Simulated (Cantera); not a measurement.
Feed: 1 mol B₂H₆, 0.19 mol NH₃, 26 mol N₂, held at 1723.15 K and 86.0 mbar.

These are equilibrium values from Cantera (NASA tables, ideal gas, pure condensed phases), not measurements of a reactor. Candidate condensed phases: B, BN; 15 gas species. The feed counts by its element totals alone. Equilibrium is a limit: real reactors are often held back by kinetics, nucleation or transport.

Base state: N₂ 0.884, H₂ 0.116, H 0.000212 (mole fractions); condensed: BN(s).

What changes in the equilibrium state with this change: B₂H₆ replaced by BCl₃?


| species | before | after |
|---|---|---|
| N₂ | 0.884 | 0.948 |
| BCl₃ | 0 | 0.0287 |
| HCl | 0 | 0.0207 |
| H₂ | 0.116 | 4.62e-5 |
| Cl | 0 | 0.00147 |
| BCl₂ | 0 | 0.000520 |
| BCl | 0 | 8.99e-5 |
| H | 0.000212 | 4.23e-6 |
| BN(s), mol | 2.00 | 0.196 |
The tables' values for BCl₂, BCl are old estimates; treat these amounts as uncertain. Further candidate phases: NH₄Cl.
